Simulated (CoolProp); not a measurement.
Vapour-liquid equilibrium of o-xylene (1) + n-decane (2) at 491.5 K; x and y are mole fractions of (1).

Values from CoolProp's multi-fluid Helmholtz-energy mixture model, Zhou 2012 and Lemmon 2006; pair parameters Bell 2016.

| x | bubble pressure, mixture model (kPa) | bubble pressure, Raoult's law (kPa) | y, mixture model | y, Raoult's law |
|---|---|---|---|---|
| 0.05 | 287.6 | 288.7 | 0.081 | 0.089 |
| 0.2 | 321.0 | 324.2 | 0.296 | 0.317 |
| 0.35 | 355.6 | 359.8 | ___ | 0.500 |
| 0.5 | 391.1 | 395.4 | 0.629 | 0.650 |
| 0.65 | ___ | 431.0 | ___ | 0.775 |
| 0.8 | 464.0 | 466.6 | 0.872 | 0.881 |
| 0.95 | ___ | 502.2 | 0.970 | 0.972 |

Q: Complete the blanks.

A: 
- 0.35, y, mixture model: 0.476
- 0.65, bubble pressure, mixture model (kPa): 427.3
- 0.65, y, mixture model: 0.759
- 0.95, bubble pressure, mixture model (kPa): 501.4

The largest gap from Raoult's law is -1.2 % in bubble pressure, at x = 0.35. No azeotrope shows between x = 0.05 and 0.95.

The pair parameters rest on a limited set of measurements; away from them the model extrapolates.
